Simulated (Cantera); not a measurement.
A closed system holds: 1 mol CO2, 1.4 mol H2O, equilibrated at 300 °C.

These are equilibrium values from Cantera (NASA tables, ideal gas, pure condensed phases), not measurements of a reactor. Candidate condensed phases: C, C6H6, C7H8, C8H18, H2O; 110 gas species. The ideal-gas law is rough above about 30 bar. Equilibrium is a limit: real reactors are often held back by kinetics, nucleation or transport.

**Question.** Which condensed phases are stable at each of these points (P (Pa)): 10, 84, 710, 6000, 50000, 420000, 3600000, 30000000?

**Answer.** 
```
P (Pa)    condensed phases  C condensed (%)
--------  ----------------  ---------------
10                gas only              0.0
84                gas only              0.0
710               gas only              0.0
6000              gas only              0.0
50000             gas only              0.0
420000            gas only              0.0
3600000           gas only              0.0
30000000            H2O(l)              0.0
```

From 0.0750 Torr to 27000 Torr nothing is condensed. At 225000 Torr the condensed part is H2O(l).
